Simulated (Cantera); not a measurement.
Mixture: H₂ : O₂ : N₂ : H₂O = 1 : 0.278 : 1.04 : 0.13 (molar parts), equivalence ratio 1.8, at 4.74 atm, adiabatic and at constant volume. Ignition delay is the time to a rise of 400 K.

Cantera simulation using GRI-Mech 3.0 (53 species, 325 reactions); the numbers are that mechanism's predictions, not measurements. The hydrogen kinetics of GRI-Mech 3.0 are dated; newer H2 mechanisms differ, most at raised pressure. Below about 950 K walls govern HO2 and H2O2 in real vessels.

Question: Predict: delay at 898 K; delay at 973 K; delay at 1048 K; delay at 1123 K; delay at 1198 K; delay at 1273 K.

Answer: 
- delay at 898 K: 0.136 s
- delay at 973 K: 19.3 ms
- delay at 1048 K: 3.21 ms
- delay at 1123 K: 0.495 ms
- delay at 1198 K: 45.2 µs
- delay at 1273 K: 11.8 µs
